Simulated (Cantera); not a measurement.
A perfectly stirred reactor is fed with 6.76 % CH4, 15.2 % O2, 57.1 % N2, 20.9 % H2O, equivalence ratio 0.89, at 4.93 atm; it is adiabatic with a 473 K inlet, and is followed from long to short residence time, starting on the burning branch (τ in s: 0.22, 0.086, 0.034, 0.013, 0.0053, 0.0021, 0.00084, 0.00033, 0.00013, 5.2e-05, 2.1e-05).

Detailed kinetics in Cantera: GRI-Mech 3.0 (53 species, 325 reactions).

### Question
Predict: blow-out, bracketed by the residence times tried; x(CH4) at τ = 0.220 s; x(O2) at τ = 0.220 s; x(H2O) at τ = 0.220 s; x(OH) at τ = 0.220 s; x(CH4) at τ = 2.10 ms; x(O2) at τ = 2.10 ms; x(H2O) at τ = 2.10 ms; x(OH) at τ = 2.10 ms; x(C2H4) at τ = 2.10 ms.

### Answer
| Item | Value |
|---|---|
| blow-out, bracketed by the residence times tried | burning at 0.330 ms, out at 0.130 ms |
| x(CH4) at τ = 0.220 s | 2.90e-6 |
| x(O2) at τ = 0.220 s | 0.0168 |
| x(H2O) at τ = 0.220 s | 0.344 |
| x(OH) at τ = 0.220 s | 0.000803 |
| x(CH4) at τ = 2.10 ms | 9.71e-5 |
| x(O2) at τ = 2.10 ms | 0.0187 |
| x(H2O) at τ = 2.10 ms | 0.341 |
| x(OH) at τ = 2.10 ms | 0.00171 |
| x(C2H4) at τ = 2.10 ms | 3.05e-7 |
